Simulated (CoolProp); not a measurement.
Vapour-liquid equilibrium of cyclohexane (1) + toluene (2) at 115 kPa; x and y are mole fractions of (1).

Computed with CoolProp (multi-fluid Helmholtz-energy mixture model, Zhou 2014 and Lemmon 2006; pair parameters Bell 2016).

Question: Give the bubble temperature and the first vapour's composition at x = 0.275, 0.725, 0.95. Is there an azeotrope?

Answer: x = 0.275: 374.7 K, y = 0.493; x = 0.725: 362.8 K, y = 0.846; x = 0.95: 358.9 K, y = 0.972. No azeotrope shows between x = 0.05 and 0.95.

The pair parameters rest on a limited set of measurements; away from them the model extrapolates.
